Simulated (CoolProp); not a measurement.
Chlorine along the isotherm 132.25 °C: fugacity coefficient from the reference equation and from simpler models built on Tc = 143.7 °C, pc = 7642 kPa, ω = 0.070; each cubic takes its own stable root.

Computed with CoolProp (reference Helmholtz-energy equation of state, Thol 2021).

```
p (kPa)   phase  reference  van der Waals  Soave-Redlich-Kwong  Peng-Robinson
-------  ------  ---------  -------------  -------------------  -------------
36.3        gas     0.9983         0.9985               0.9982         0.9981
68.7        gas     0.9969         0.9971               0.9967         0.9963
130         gas     0.9941         0.9946               0.9937         0.9930
247         gas     0.9888         0.9897               0.9881         0.9868
468         gas     0.9787         0.9806               0.9774         0.9751
888         gas     0.9598         0.9632               0.9573         0.9529
1680        gas     0.9241         0.9305               0.9197         0.9118
3190        gas     0.8565         0.8682               0.8489         0.8353
6050        gas     0.7240         0.7465               0.7136         0.6930
11500    liquid     0.4400         0.4896               0.4434         0.4237
```
